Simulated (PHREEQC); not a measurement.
A solution holds 0.0016 mol/kgw NH4Cl, at 25 °C. Closed to the air; pH follows from the charge balance.

All values are PHREEQC results (ion-association model, phreeqc.dat), not measurements.

| quantity | before | after |
|---|---|---|
| pH | 6.04 | 5.75 |
| ionic strength (mol/kgw) | 0.00160 | 0.00160 |
| NH3 (mol/kgw) | 9.47e-7 | 1.83e-6 |

### Question
Name the change that produced these shifts.
A. NH4Cl from 0.0016 to 0.0024 mol/kgw
B. diluted 10-fold with water
C. temperature from 25 to 55 °C
D. temperature from 25 to 45 °C
E. NH4Cl replaced by NH4HS at the same molality

### Answer
D, temperature from 25 to 45 °C

This is a speciation only: nothing precipitates in the calculation. At this temperature some constants are extrapolated from 25 °C, and those without enthalpy data are left unchanged.
